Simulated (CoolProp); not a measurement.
A simple Rankine cycle with ethanol: condensing at 324.15 K, boiler at 1.41 MPa, turbine inlet 442.9 K, turbine efficiency 0.7, pump efficiency 0.7, no recuperator. Each further row changes one setting.

The numbers come from the reference Helmholtz-energy equation of state, Schroeder 2014 in CoolProp.

| case | thermal efficiency (%) | net work (kJ/kg) | heat in (kJ/kg) | turbine exit temperature (K) | volume ratio over the turbine |
|---|---|---|---|---|---|
| as stated | 15.3 | 158 | 1030 | 324.1 | 38.7 |
| turbine inlet 462.9 K | 15.6 | 168 | 1080 | 338.3 | 37.8 |
| condensing temperature 316.15 K | 16.4 | 172 | 1050 | 316.2 | 55.8 |
| boiler pressure 0.987 MPa | 14.3 | 150 | 1050 | 331.7 | 26.5 |
| turbine efficiency 0.6 | 13.1 | 135 | 1030 | 326.5 | 39.8 |

The expansion ends wet for: as stated; condensing temperature 316.15 K.
